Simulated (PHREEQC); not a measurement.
1 kg of water holding 0.018 mol/kgw NaOH, 0.022 mol/kgw NaCl and 0.019 mol/kgw Na2SO4 is evaporated at 25 °C; the solids stay in contact with the brine. No CO2 enters from the air. The run lets Halite, Mirabilite, Thenardite precipitate or redissolve, and no other solid.

Base run: PHREEQC, Pitzer model, pitzer.dat. Each further column changes one thing. The table gives water activity.

```json
[
 {"H2O removed (mol)": "0", "base": "0.998", "temperature from 25 to 50 °C": "0.998", "temperature from 25 to 5 °C": "0.998"},
 {"H2O removed (mol)": "30.18", "base": "0.995", "temperature from 25 to 50 °C": "0.995", "temperature from 25 to 5 °C": "0.995"},
 {"H2O removed (mol)": "46.01", "base": "0.988", "temperature from 25 to 50 °C": "0.988", "temperature from 25 to 5 °C": "0.988"},
 {"H2O removed (mol)": "51.94", "base": "0.969", "temperature from 25 to 50 °C": "0.968", "temperature from 25 to 5 °C": "0.970"},
 {"H2O removed (mol)": "53.88", "base": "0.931", "temperature from 25 to 50 °C": "0.930", "temperature from 25 to 5 °C": "0.944"},
 {"H2O removed (mol)": "54.76", "base": "0.834", "temperature from 25 to 50 °C": "0.837", "temperature from 25 to 5 °C": "0.854"},
 {"H2O removed (mol)": "55.23", "base": "0.670", "temperature from 25 to 50 °C": "0.678", "temperature from 25 to 5 °C": "0.625"}
]
```

 Away from 25 °C the constants follow the database's enthalpies or fits; those with neither stay at their 25 °C values.
